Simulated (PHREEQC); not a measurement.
1 kg of water holding 0.13 mol NaHCO3, 0.15 mol Na2SO4 and 0.0078 mol NaCl is evaporated at 20 °C; the solids stay in contact with the brine. The system is closed to CO2. Solids allowed: Burkeite, Halite, Mirabilite, Nahcolite, Natron, Thenardite, Trona. Others were left out.

Computed with PHREEQC (Pitzer model, pitzer.dat).

```tsv
water left (kg)	ionic strength	water activity	Mirabilite (mol)	Nahcolite (mol)	Cl in solution (mol/kgw)	Na in solution (mol/kgw)	S in solution (mol/kgw)
1	0.590	0.990	0	0	0.00780	0.438	0.150
0.8219	0.718	0.988	0	0	0.00949	0.533	0.183
0.5552	1.06	0.983	0	0	0.0140	0.789	0.270
0.4563	1.29	0.979	0	0	0.0171	0.959	0.329
0.375	1.57	0.975	0	0	0.0208	1.17	0.400
0.3082	(withheld)	0.971	0	0	0.0253	1.42	0.487
0.2082	2.83	0.958	0	0	0.0375	2.10	0.720
0.1711	3.44	0.950	0	0	0.0456	(withheld)	0.877
0.1406	4.19	0.941	0	0	0.0555	3.11	1.07
0.09125	5.34	0.928	0.0208	(withheld)	0.0855	3.92	1.42
0.06838	5.34	0.927	0.0538	0.0622	0.114	3.92	1.41
0.0496	5.33	0.926	0.0808	(withheld)	0.157	3.93	1.40
0.03418	5.33	(withheld)	0.103	(withheld)	0.228	3.94	1.38
0.0111	5.32	(withheld)	0.136	0.121	0.702	4.05	1.26
0.002717	6.23	0.844	0.147	0.129	2.87	5.25	0.976
```

**Question.** Some entries are withheld; supply them.

**Answer.** 
- 0.3082, ionic strength: 1.91
- 0.1711, Na in solution (mol/kgw): 2.56
- 0.09125, Nahcolite (mol): 0.0388
- 0.0496, Nahcolite (mol): 0.0815
- 0.03418, water activity: 0.925
- 0.03418, Nahcolite (mol): 0.0973
- 0.0111, water activity: 0.913
